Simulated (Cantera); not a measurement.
Input: 1 mol Si, 2.3 mol Cl₂, 15 mol H₂, 0.75 mol HCl, held at 1152 °C and 0.100 bar.

Method: chemical equilibrium by Gibbs-energy minimisation in Cantera with the NASA 1993 tables (ideal gas, pure condensed phases). Candidate condensed phases: Si; 19 gas species. The tables' values for SiCl₃ are old estimates; treat these amounts as uncertain. Equilibrium is a limit: real reactors are often held back by kinetics, nucleation or transport.

Base state: H₂ 0.783, HCl 0.161, SiCl₂ 0.0363, SiCl₃ 0.00863, SiCl₄ 0.00808, SiHCl₃ 0.00308, SiH₂Cl₂ 0.000179, H 1.91e-5 (mole fractions); condensed: gas only.

Problem. What changes in the equilibrium state with this change: temperature from 1152 °C to 252 °C?

Solution. 
```
species    before    after
-------  --------  -------
H₂          0.783    0.862
HCl         0.161   0.0792
SiCl₄     0.00808   0.0586
SiCl₂      0.0363    <1e-9
SiCl₃     0.00863    <1e-9
SiH₂Cl₂  0.000179    <1e-9
H         1.91e-5    <1e-9
SiHCl₃    0.00308  2.31e-6
```
